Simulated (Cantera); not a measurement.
**CH₃F (fluorocarbon and chlorocarbon gases)**

Charge: 1 mol CH₃F, at 0.668 Torr.

Cantera equilibrium calculation (NASA polynomials, part measured and part estimated; ideal gas, pure solids and liquids). Candidate condensed phases: C, C₆H₆, C₇H₈, C₈H₁₈; 95 gas species. Kinetics and transport are ignored.

| T (°C) | x H | x HF | x F | x C | x C₃ | x H₂ | x C₂ |
|---|---|---|---|---|---|---|---|
| 2602 | 0.567 | 0.265 | 0.0287 | 0.0161 | 0.0821 | 0.0255 | 0.00830 |
| 2652 | 0.578 | 0.246 | 0.0400 | 0.0218 | 0.0777 | 0.0192 | 0.00978 |
| 2702 | 0.588 | 0.223 | 0.0539 | 0.0290 | 0.0724 | 0.0144 | 0.0113 |
| 2752 | 0.597 | 0.198 | 0.0702 | 0.0379 | 0.0661 | 0.0109 | 0.0129 |
| 2802 | 0.603 | 0.171 | 0.0881 | 0.0486 | 0.0590 | 0.00829 | 0.0143 |
| 2852 | 0.609 | 0.144 | 0.106 | 0.0614 | 0.0512 | 0.00632 | 0.0155 |
| 2902 | 0.612 | 0.117 | 0.124 | 0.0759 | 0.0431 | 0.00484 | 0.0164 |
| 2952 | 0.613 | 0.0932 | 0.140 | 0.0920 | 0.0350 | 0.00371 | 0.0168 |
| 3002 | 0.613 | 0.0726 | 0.153 | 0.109 | 0.0272 | 0.00285 | 0.0167 |
| 3052 | 0.611 | 0.0557 | 0.163 | 0.126 | 0.0200 | 0.00220 | 0.0159 |
| 3102 | 0.609 | 0.0424 | 0.172 | 0.142 | 0.0140 | 0.00170 | 0.0146 |
| 3152 | 0.606 | 0.0321 | 0.178 | 0.156 | 0.00926 | 0.00133 | 0.0128 |
| 3202 | 0.604 | 0.0243 | 0.183 | 0.168 | 0.00582 | 0.00104 | 0.0108 |
x: gas mole fraction; nothing condenses.

From 2602 °C to 3202 °C nothing is condensed. The main C-bearing gas is C₃ at 2602 °C and C at 3202 °C.
